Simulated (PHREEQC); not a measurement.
0.22 g of hydrous ferric oxide (600 m²/g; 0.2 weak and 0.005 strong sites per Fe, Dzombak-Morel constants, diffuse double layer) in 1 kg of water with 0.005 mol/kgw of an inert sodium salt and 1.2e-06 mol ZnSO4, 0.00019 mol Na2HAsO4 and 0.00012 mol PbCl2, at 25 °C; the pH is set by adding NaOH or the inert anion's acid. Oxygen is held at 0.21 atm. CO2 from the air is kept out. Nothing may precipitate in this run.

The series has 17 steps of pH, from 3 to 9.

The numbers come from PHREEQC with the ion-association model, wateq4f.dat.

Near which pH is half of the S sorbed, and on which side is more sorbed?

Near pH 5.3, with more sorbed at lower pH.

Near which pH is half of the Zn sorbed, and on which side is more sorbed?

Near pH 6.7, with more sorbed at higher pH.

Near which pH is half of the Pb sorbed, and on which side is more sorbed?

Near pH 5.4, with more sorbed at higher pH.

The database has no arsenate complexes of Pb, Zn. The oxide is taken as insoluble; below pH 4 it would dissolve.
